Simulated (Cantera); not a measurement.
What does this Cantera script print?

```python
import numpy as np
import cantera as ct

gas = ct.Solution("gri30.yaml")
gas.TPX = 975, 78000, {'CO': 1, 'H2': 0.16, 'O2': 1, 'N2': 3.76}
reactor = ct.IdealGasConstPressureReactor(gas, energy="on", clone=False)
net = ct.ReactorNet([reactor])
net.rtol, net.atol = 1e-08, 1e-16
show = ['CO', 'H2', 'O2', 'H2O2', 'H2O']
times = np.geomspace(2e-06, 2, 11)

steps = ct.SolutionArray(gas, extra=["t"])
rows = []
print(f"{'t/s':>10s}{'T/K':>9s}{'P/Pa':>11s}" + "".join(f"{s:>11s}" for s in show))
for t in times:
    while net.time < t:
        t_next = net.step()
        steps.append(gas.state, t=t_next)
    rows.append([np.interp(t, steps.t, y) for y in (steps.T, steps.P, *steps(*show).X.T)])
    print(f"{t:10.3e}{rows[-1][0]:9.1f}{rows[-1][1]:11.4g}" + "".join(f"{x:11.3e}" for x in rows[-1][2:]))
rate = np.gradient(steps.T, steps.t)
print("integrator steps:", len(steps.t))
if steps.T.max() > steps.T[0] + 200:
    print(f"time of steepest temperature rise: {steps.t[rate.argmax()]:.4e} s")
gas.TPX = 975, 78000, {'CO': 1, 'H2': 0.16, 'O2': 1, 'N2': 3.76}
gas.equilibrate("HP")
print(f"equilibrium (HP): T = {gas.T:.1f} K  " + "  ".join(f"{s} {gas[s].X[0]:.3e}" for s in show))
```

Result:

```
       t/s      T/K       P/Pa         CO         H2         O2       H2O2        H2O
 2.000e-06    975.0    7.8e+04  1.689e-01  2.703e-02  1.689e-01  3.263e-17  2.217e-13
 7.962e-06    975.0    7.8e+04  1.689e-01  2.703e-02  1.689e-01  6.895e-16  7.802e-12
 3.170e-05    975.0    7.8e+04  1.689e-01  2.703e-02  1.689e-01  3.547e-14  2.016e-10
 1.262e-04    975.0    7.8e+04  1.689e-01  2.703e-02  1.689e-01  3.792e-12  6.375e-09
 5.024e-04    975.1    7.8e+04  1.689e-01  2.702e-02  1.689e-01  1.207e-08  3.658e-06
 2.000e-03   2192.2    7.8e+04  2.924e-02  8.683e-04  8.724e-02  4.129e-08  2.474e-02
 7.962e-03   2359.6    7.8e+04  1.216e-02  3.290e-04  8.151e-02  3.488e-08  2.719e-02
 3.170e-02   2358.0    7.8e+04  1.165e-02  3.161e-04  7.988e-02  3.476e-08  2.729e-02
 1.262e-01   2350.9    7.8e+04  1.134e-02  3.093e-04  7.743e-02  3.374e-08  2.737e-02
 5.024e-01   2349.5    7.8e+04  1.128e-02  3.080e-04  7.694e-02  3.354e-08  2.739e-02
 2.000e+00   2349.5    7.8e+04  1.128e-02  3.080e-04  7.694e-02  3.354e-08  2.739e-02
integrator steps: 1617
time of steepest temperature rise: 9.4370e-04 s
equilibrium (HP): T = 2349.5 K  CO 1.128e-02  H2 3.080e-04  O2 7.694e-02  H2O2 3.354e-08  H2O 2.739e-02
```

Detailed kinetics in Cantera: GRI-Mech 3.0 (53 species, 325 reactions).
